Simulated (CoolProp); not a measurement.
Saturation properties of R1132(E) (Tc = 75.7 °C, pc = 51.74 bar, ω = 0.245).

Values from CoolProp's reference Helmholtz-energy equation of state, Akasaka 2024.

| T (°C) | p (bar) | liquid density (kg/m³) | vapour density (kg/m³) |
|---|---|---|---|
| -15.65 | 4.857 | 1048 | 16.14 |
| -8.95 | 6.117 | 1029 | 20.20 |
| -2.25 | 7.607 | 1009 | 25.04 |
| 4.45 | 9.351 | 988.3 | 30.78 |
| 11.15 | 11.38 | 966.3 | 37.59 |
| 17.85 | 13.71 | 943.1 | 45.66 |
| 24.55 | 16.38 | 918.2 | 55.24 |
| 31.25 | 19.42 | 891.5 | 66.66 |
| 37.95 | 22.85 | 862.3 | 80.40 |
| 44.65 | 26.72 | 830.1 | 97.14 |
| 51.35 | 31.06 | 793.8 | 118.0 |
